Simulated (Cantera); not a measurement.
Charge: 1 mol CH3OH, 2.4 mol NH3, 0.2 mol N2, equilibrated at 1500 Torr.

These are equilibrium values from Cantera (NASA tables, ideal gas, pure condensed phases), not measurements of a reactor. Candidate condensed phases: C, C6H6, C7H8, C8H18, H2O; 136 gas species. Equilibrium is a limit: real reactors are often held back by kinetics, nucleation or transport. All values below are at 1800 K.

Base state: H2 0.699, N2 0.175, CO 0.125, H2O 0.000379, HCN 0.000282, H 0.000212, CH4 9.88e-5, CO2 1.77e-5 (mole fractions); condensed: gas only.

Problem. What changes in the equilibrium state with this change: pressure from 1500 Torr to 1.00 Torr?

Solution. 
```csv
species,before,after
H2,0.699,0.693
N2,0.175,0.174
CO,0.125,0.124
H,0.000212,0.00816
CH4,9.88e-5,1.94e-9
NH3,1.43e-5,9.37e-9
H2O,0.000379,8.33e-6
CO2,1.77e-5,3.92e-7
```
